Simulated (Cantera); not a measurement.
Input (Python, Cantera):

```python
import numpy as np
import cantera as ct

gas = ct.Solution("h2o2.yaml")
gas.TPX = 625, 1000000, {'H2': 1, 'O2': 0.575, 'N2': 1.55}
flame = ct.FreeFlame(gas, width=0.008)
flame.set_refine_criteria(ratio=3, slope=0.08, curve=0.16)
flame.transport_model = "mixture-averaged"
flame.solve(loglevel=0, auto=True)
flame.transport_model = "multicomponent"
flame.soret_enabled = False
flame.solve(loglevel=0, refine_grid=True)
z, T = flame.grid, flame.T
thick = (T[-1] - T[0]) / np.gradient(T, z).max()
show = ['H2', 'O2', 'O', 'H2O', 'OH', 'H2O2']
print(f"laminar burning velocity  {flame.velocity[0] * 100:.3f} cm/s")
print(f"burnt temperature         {T[-1]:.1f} K")
print(f"thermal thickness         {thick * 1e3:.4f} mm")
print(f"grid points               {len(z)}")
z0 = z[flame.heat_release_rate.argmax()]
print(f"{'z/mm':>9s}{'T/K':>9s}{'u/(m/s)':>9s}" + "".join(f"{s:>11s}" for s in show))
rows = []
for k in (-3, -2, -1.5, -1, -0.5, -0.25, 0, 0.25, 0.5, 1, 2, 4, 8):
    zz = z0 + k * thick
    rows.append([k * thick, np.interp(zz, z, T), np.interp(zz, z, flame.velocity),
                 *(np.interp(zz, z, flame.X[gas.species_index(s)]) for s in show)])
    print(f"{rows[-1][0] * 1e3:9.3f}{rows[-1][1]:9.1f}{rows[-1][2]:9.3f}" + "".join(f"{x:11.3e}" for x in rows[-1][3:]))
```

Result:

```
laminar burning velocity  816.267 cm/s
burnt temperature         2750.0 K
thermal thickness         0.0223 mm
grid points               106
     z/mm      T/K  u/(m/s)         H2         O2          O        H2O         OH       H2O2
   -0.067    625.0    8.163  3.200e-01  1.840e-01  1.089e-12  1.525e-09  4.414e-14  2.698e-12
   -0.045    625.0    8.162  3.199e-01  1.840e-01  1.703e-10  1.069e-07  6.901e-12  2.773e-10
   -0.033    625.1    8.161  3.197e-01  1.841e-01  3.178e-09  1.243e-06  1.304e-10  4.299e-09
   -0.022    626.3    8.159  3.181e-01  1.845e-01  9.789e-08  2.918e-05  6.030e-09  1.481e-07
   -0.011    684.5    8.703  2.980e-01  1.876e-01  1.596e-05  3.395e-03  5.312e-05  2.793e-05
   -0.006   1005.2   12.243  2.448e-01  1.802e-01  4.904e-04  3.765e-02  1.441e-03  1.420e-04
    0.000   1519.4   17.848  1.554e-01  1.399e-01  4.105e-03  1.303e-01  5.597e-03  3.461e-05
    0.006   1894.9   21.952  8.249e-02  8.772e-02  8.969e-03  2.231e-01  1.431e-02  6.689e-06
    0.011   2105.7   24.243  5.117e-02  5.984e-02  1.112e-02  2.683e-01  2.171e-02  4.729e-06
    0.022   2320.3   26.466  3.515e-02  4.416e-02  1.024e-02  2.974e-01  2.672e-02  3.294e-06
    0.045   2509.7   28.308  2.638e-02  3.804e-02  6.926e-03  3.179e-01  2.618e-02  2.512e-06
    0.089   2649.7   29.606  1.842e-02  3.431e-02  4.254e-03  3.350e-01  2.308e-02  2.195e-06
    0.179   2723.4   30.268  1.328e-02  3.232e-02  2.953e-03  3.452e-01  2.043e-02  2.202e-06
```

Detailed kinetics in Cantera: the H2/O2 subset of GRI-Mech 3.0, which has no nitrogen chemistry. The hydrogen kinetics of GRI-Mech 3.0 are dated; newer H2 mechanisms differ, most at raised pressure. Burning velocities carry a grid error of a few per cent, more on coarse grids.
